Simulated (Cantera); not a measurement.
# Adiabatic ignition

An adiabatic, constant-pressure homogeneous reactor starts with CO : H2 : CH4 : O2 : N2 : H2O = 1 : 0.73 : 0.64 : 4.56 : 17.2 : 1.3 (molar parts), equivalence ratio 0.47, at 1650 K and 1.01 bar.

Cantera simulation using GRI-Mech 3.0 (53 species, 325 reactions); the numbers are that mechanism's predictions, not measurements.

```
t (s)     T (K)     x CO     x H2   x CH4      x NO       x H     x N2O
--------  -----  -------  -------  ------  --------  --------  --------
6.00e-6    1650   0.0393   0.0287  0.0252    <1e-12   1.30e-6  1.48e-11
1.42e-5    1650   0.0393   0.0287  0.0251  2.87e-12   7.94e-6  9.54e-11
3.34e-5    1669   0.0400   0.0272  0.0211   1.67e-9  0.000509   3.28e-9
7.89e-5    2141   0.0211  0.00836  <1e-12   1.78e-5    0.0115   2.65e-7
0.000186   2355   0.0132  0.00483  <1e-12  0.000101   0.00405   4.08e-7
0.000440   2471  0.00787  0.00267  <1e-12  0.000329   0.00149   5.95e-7
0.00104    2491  0.00675  0.00229  <1e-12  0.000833   0.00116   6.36e-7
0.00245    2490  0.00670  0.00227  <1e-12   0.00196   0.00115   6.37e-7
0.00578    2487  0.00663  0.00225  <1e-12   0.00432   0.00113   6.41e-7
0.0136     2481  0.00652  0.00222  <1e-12   0.00833   0.00109   6.60e-7
0.0322     2476  0.00640  0.00218  <1e-12    0.0122   0.00106   6.91e-7
0.0760     2474  0.00637  0.00217  <1e-12    0.0134   0.00105   7.02e-7
0.179      2474  0.00637  0.00217  <1e-12    0.0135   0.00104   7.03e-7
0.424      2474  0.00637  0.00217  <1e-12    0.0135   0.00104   7.03e-7
1.00       2474  0.00637  0.00217  <1e-12    0.0135   0.00104   7.03e-7
```
x: mole fraction; the columns are a selection and need not sum to one.

| Item | Result |
|---|---|
| time of steepest temperature rise | 42.9 µs |
| temperature at 1.00 s | 2474 K |
| equilibrium temperature | 2474 K |
| x(CO) at 1.00 s | 0.00637 (gas-phase equilibrium 0.00637) |
| x(H2) at 1.00 s | 0.00217 (gas-phase equilibrium 0.00217) |
| x(CH4) at 1.00 s | <1e-12 (gas-phase equilibrium <1e-12) |
